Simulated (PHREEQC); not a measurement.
Dissolve 0.087 mol KOH and 3.8e-06 mol H4SiO4 per kg of water at 90 °C. Closed to the air; pH follows from the charge balance.

Equilibrium calculation in PHREEQC: ion-association model, wateq4f.dat.

Problem. The ionic strength comes out as 0.0870 mol/kgw. What activity coefficients do K+, H3SiO4-, H2SiO4-2, OH- get?

Solution. K+ 0.75, H3SiO4- 0.75, H2SiO4-2 0.36, OH- 0.74.

No solid was allowed to form. Complexes and solids missing from the database can't appear. At this temperature some constants are extrapolated from 25 °C, and those without enthalpy data are left unchanged.
